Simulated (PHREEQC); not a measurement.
Solution (20 °C): 0.21 mol/kgw HF and 0.00015 mol/kgw Na2B4O7. Closed to the air; pH follows from the charge balance.

Model: ion-association model, wateq4f.dat, run in PHREEQC.

Precipitation was switched off in this run.

Order these F species by the share of F that they hold, largest first: H2F2, HF2-, F-, HF, BF4-.

HF (54 %), H2F2 (38 %), F- (4.0 %), HF2- (3.3 %), BF4- (1.1 %)

The pH is 1.96 and the ionic strength 0.0125 mol/kgw. Species that the database lacks are ignored. wateq4f.dat counts part of the HF as a dimer, H2F2, which phreeqc.dat doesn't know; its constant is uncertain. Real BF4- forms and hydrolyses slowly; the run takes it at equilibrium.
